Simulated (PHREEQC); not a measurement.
# Spent oxide etchant (model solution)

Solution (10 °C): 37 mmol/kgw HF, 0.048 mmol/kgw H2SiF6, 6.5 mmol/kgw HBF4 and 63 mmol/kgw HNO3. Closed to the air; pH follows from the charge balance.

Equilibrium calculation in PHREEQC: ion-association model, phreeqc.dat.

```json
{
  "pH": "1.23",
  "ionic_strength": "0.0704 mol/kgw",
  "density": "1.003 g/cm³",
  "total_alkalinity": "-126 meq/kg"
}
```

| species | molality | activity | log γ |
|---|---|---|---|
| H+ | 0.0703 | 0.0593 | -0.074 |
| NO3- | 0.0630 | 0.0495 | -0.105 |
| HF | 0.0362 | 0.0368 | 0.007 |
| BF4- | 0.00645 | 0.00519 | -0.094 |
| F- | 0.000679 | 0.000537 | -0.101 |
| HF2- | 8.15e-5 | 6.56e-5 | -0.094 |
| BF3OH- | 4.85e-5 | 3.91e-5 | -0.094 |
| SiF6-2 | 4.80e-5 | 2.05e-5 | -0.369 |
| H3BO3 | 1.30e-6 | 1.32e-6 | 0.007 |
| BF2(OH)2- | 1.04e-6 | 8.35e-7 | -0.094 |

Precipitation was switched off in this run. Species that the database lacks are ignored. Constants without temperature data keep their 25 °C values here. SiF6-2 is the database's only silicon fluoride. Real BF4- forms and hydrolyses slowly; the run takes it at equilibrium.
